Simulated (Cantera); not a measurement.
A Cantera script and its output.

```python
import numpy as np
import cantera as ct

gas = ct.Solution("gri30.yaml")


def delay(T, t_max=10):
    gas.TPX = T, 890000, {'CH4': 1, 'H2': 0.91, 'O2': 1.23, 'N2': 4.62}
    reactor = ct.IdealGasReactor(gas, clone=False)
    net = ct.ReactorNet([reactor])
    net.rtol, net.atol = 1e-8, 1e-16
    while net.time < t_max:
        t_old, T_old = net.time, reactor.T
        net.step()
        if reactor.T > T + 400:  # ignition: a rise of 400 K
            return t_old + (T + 400 - T_old) / (reactor.T - T_old) * (net.time - t_old)
    return np.nan


taus = []
for T in [1123, 1198, 1273, 1348, 1423, 1498, 1573]:
    taus.append(delay(T))
    print(f"T0 = {T:6g} K   tau = {taus[-1]:.4e} s")
```

Result:

```
T0 =   1123 K   tau = 6.4041e-04 s
T0 =   1198 K   tau = 2.3856e-04 s
T0 =   1273 K   tau = 1.2384e-04 s
T0 =   1348 K   tau = 7.3415e-05 s
T0 =   1423 K   tau = 4.5795e-05 s
T0 =   1498 K   tau = 2.9332e-05 s
T0 =   1573 K   tau = 1.9178e-05 s
```

Detailed kinetics in Cantera: GRI-Mech 3.0 (53 species, 325 reactions).
